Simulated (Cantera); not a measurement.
Cantera with NASA thermochemical tables; ideal gases at 1 bar, condensed phases pure. Values are per mole of reaction as written; species without (g) are pure solids or liquids, kept so even where they would boil at 1 bar.

2 HBr(g) + Mg = MgBr₂ + H₂(g), with ΔH° = -451.3 kJ and ΔS° = -182.0 J/K at 300 K.

Q: How far is the shortcut ΔG° ≈ ΔH°(300 K) − T·ΔS°(300 K) from the full temperature-dependent value at 1300, 1350, 1400, 1450, 1500, 1550, 1600, 1650, 1700 K?

A: 
| T (K) | shortcut (kJ) | full (kJ) | difference (kJ) | difference in log10 K | condensed phases |
|---|---|---|---|---|---|
| 1300 | -214.8 | -244.2 | 29.5 | -1.18 | Mg(l), MgBr₂(l) |
| 1350 | -205.7 | -238.5 | 32.8 | -1.27 | Mg(l), MgBr₂(l) |
| 1400 | -196.6 | -232.8 | 36.3 | -1.35 | Mg(l), MgBr₂(l) |
| 1450 | -187.5 | -227.2 | 39.7 | -1.43 | Mg(l), MgBr₂(l) |
| 1500 | -178.4 | -221.6 | 43.3 | -1.51 | Mg(l), MgBr₂(l) |
| 1550 | -169.3 | -216.1 | 46.8 | -1.58 | Mg(l), MgBr₂(l) |
| 1600 | -160.2 | -210.6 | 50.5 | -1.65 | Mg(l), MgBr₂(l) |
| 1650 | -151.1 | -205.2 | 54.2 | -1.72 | Mg(l), MgBr₂(l) |
| 1700 | -142.0 | -199.9 | 57.9 | -1.78 | Mg(l), MgBr₂(l) |
The shortcut ignores heat capacities and the phase changes listed.
